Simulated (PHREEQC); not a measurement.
Dissolve 46 mmol/kgw HF, 13 mmol/kgw NH4HF2 and 29 mmol/kgw H2SO4 at 20 °C. Closed to the air; pH follows from the charge balance.

Equilibrium calculation in PHREEQC: ion-association model, wateq4f.dat.

This is a speciation only: nothing precipitates in the calculation.

**Question.** Estimate the pH, ionic strength.

**Answer.** pH 1.57; ionic strength 0.0558 mol/kgw.

**Question.** In which forms is S present?

**Answer.** HSO4- 55 %, SO4-2 42 %, NH4SO4- 3.0 % of the S.

Species that the database lacks are ignored. wateq4f.dat counts part of the HF as a dimer, H2F2, which phreeqc.dat doesn't know; its constant is uncertain.
